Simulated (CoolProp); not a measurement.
Vapour-liquid equilibrium of hydrogen sulfide (1) + n-heptane (2) at 44.75 °C; x and y are mole fractions of (1).

The numbers come from the multi-fluid Helmholtz-energy mixture model, Lemmon 2006 and Span 2003; pair parameters Kunz 2012 in CoolProp.

Give the bubble pressure and the first vapour's composition at x = 0.65, 0.8, 0.95. Is there an azeotrope?

x = 0.65: 2.072 MPa, y = 0.993; x = 0.8: 2.493 MPa, y = 0.996; x = 0.95: 2.976 MPa, y = 0.999. No azeotrope shows between x = 0.05 and 0.95.

The pair parameters rest on a limited set of measurements; away from them the model extrapolates. The gap from Raoult's law changes sign with composition, which may be real or a fault of the pair parameters; it wasn't checked against measurements.
